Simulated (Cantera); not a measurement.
Feed: 1 mol SiCl₄, 0.5 mol HCl, 0.9 mol H₂, at 12000 Torr.

Method: chemical equilibrium by Gibbs-energy minimisation in Cantera with the NASA 1993 tables (ideal gas, pure condensed phases). Candidate condensed phases: Si; 19 gas species. The tables' values for SiCl₃ are old estimates; treat these amounts as uncertain. Rates play no part.

x: gas mole fraction; nothing condenses.

```tsv
T (K)	x SiCl₄	x H₂	x HCl	x SiHCl₃	x SiCl₃	x SiH₂Cl₂	x SiCl₂
550	0.417	0.375	0.208	5.68e-6	1.04e-12	3.27e-12	<1e-12
650	0.417	0.375	0.208	…	4.14e-10	…	<1e-12
750	0.416	0.375	0.209	0.000338	3.26e-8	2.02e-8	<1e-12
850	0.415	0.374	0.210	0.00123	9.00e-7	3.20e-7	1.38e-10
950	0.413	0.372	0.212	…	1.21e-5	…	…
1050	0.409	0.368	0.216	0.00724	9.58e-5	1.46e-5	4.06e-7
1150	0.403	0.361	0.222	0.0133	0.000513	5.51e-5	7.14e-6
1250	0.393	0.352	0.232	0.0212	0.00201	0.000156	7.40e-5
```

**Question.** Fill in the missing entries.

**Answer.** 
- 650, x SiHCl₃: 6.09e-5
- 650, x SiH₂Cl₂: 5.16e-10
- 950, x SiHCl₃: 0.00333
- 950, x SiH₂Cl₂: 2.72e-6
- 950, x SiCl₂: 1.17e-8
